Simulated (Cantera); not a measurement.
Moist CO burnout

A perfectly stirred reactor is fed with CO : O2 : H2O : N2 = 0.0019 : 0.058 : 0.025 : 1 (molar parts), at 70000 Pa; it is held at 1375 K, and followed from long to short residence time.

Computed with Cantera and GRI-Mech 3.0 (53 species, 325 reactions).

| τ (s) | x CO | x O2 | x H2O | x H | x CO2 | x NO2 | x NO |
|---|---|---|---|---|---|---|---|
| 7.8 | 4.91e-6 | 0.0526 | 0.0231 | 1.42e-8 | 0.00175 | 3.72e-10 | 9.17e-8 |
| 3.6 | 8.36e-6 | 0.0526 | 0.0230 | 2.93e-8 | 0.00174 | 4.64e-10 | 9.97e-8 |
| 1.6 | 1.45e-5 | 0.0526 | 0.0230 | 6.36e-8 | 0.00174 | 5.70e-10 | 1.07e-7 |
| 0.73 | 2.47e-5 | 0.0526 | 0.0230 | 1.35e-7 | 0.00173 | 6.36e-10 | 1.08e-7 |
| 0.33 | 4.20e-5 | 0.0526 | 0.0230 | 2.90e-7 | 0.00171 | 6.17e-10 | 9.86e-8 |
| 0.15 | 7.10e-5 | 0.0526 | 0.0230 | 6.15e-7 | 0.00168 | 5.07e-10 | 8.05e-8 |
| 0.069 | 0.000118 | 0.0527 | 0.0230 | 1.27e-6 | 0.00163 | 3.58e-10 | 5.95e-8 |
| 0.031 | 0.000198 | 0.0527 | 0.0230 | 2.62e-6 | 0.00155 | 2.19e-10 | 4.00e-8 |
| 0.014 | 0.000325 | 0.0527 | 0.0230 | 5.10e-6 | 0.00143 | 1.21e-10 | 2.52e-8 |
| 0.0064 | 0.000514 | 0.0528 | 0.0229 | 8.98e-6 | 0.00124 | 6.23e-11 | 1.51e-8 |
x: mole fraction; the columns are a selection and need not sum to one.
